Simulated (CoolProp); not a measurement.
A simple Rankine cycle with R124: condensing at 331.15 K, boiler at 2.39 MPa, turbine inlet 388.3 K, turbine efficiency 0.8, pump efficiency 0.6, no recuperator. Each further row changes one setting.

The numbers come from the reference Helmholtz-energy equation of state, de Vries 1995 in CoolProp.

```tsv
case	thermal efficiency (%)	net work (kJ/kg)	heat in (kJ/kg)	turbine exit temperature (K)	volume ratio over the turbine
as stated	6.9	10.8	157	353.7	2.83
turbine inlet 408.3 K	7.0	12.5	179	376.6	2.70
condensing temperature 323.15 K	8.2	13.6	166	347.7	3.50
boiler pressure 1.67 MPa	4.6	7.75	168	369.8	1.82
turbine efficiency 0.7	5.9	9.25	157	355.5	2.86
```
